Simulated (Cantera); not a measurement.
Mixture: CO : H2 : O2 : N2 = 1 : 0.42 : 0.645 : 1.81 (molar parts), equivalence ratio 1.1, at 120000 Pa, adiabatic and at constant pressure. Ignition delay is the time to a rise of 400 K.

Model: GRI-Mech 3.0 (53 species, 325 reactions), integrated in Cantera. Where the delays flatten at high temperature, the 400 K rule measures the pace of heat release, not the induction time.

Q: What does this change do: constant volume in place of constant pressure?

A: 
```
quantity           before     after
---------------  --------  --------
delay at 1025 K  0.211 ms  0.204 ms
delay at 1125 K   75.8 µs   71.7 µs
delay at 1225 K   43.8 µs   40.3 µs
delay at 1325 K   30.5 µs   27.2 µs
delay at 1425 K   24.0 µs   20.5 µs
delay at 1525 K   20.7 µs   17.0 µs
delay at 1625 K   19.3 µs   15.1 µs
```

Q: What does this change do: pressure from 120000 Pa to 100000 Pa?

A: 
| quantity | before | after |
|---|---|---|
| delay at 1025 K | 0.211 ms | 0.218 ms |
| delay at 1125 K | 75.8 µs | 88.4 µs |
| delay at 1225 K | 43.8 µs | 52.8 µs |
| delay at 1325 K | 30.5 µs | 37.6 µs |
| delay at 1425 K | 24.0 µs | 30.1 µs |
| delay at 1525 K | 20.7 µs | 26.5 µs |
| delay at 1625 K | 19.3 µs | 25.2 µs |
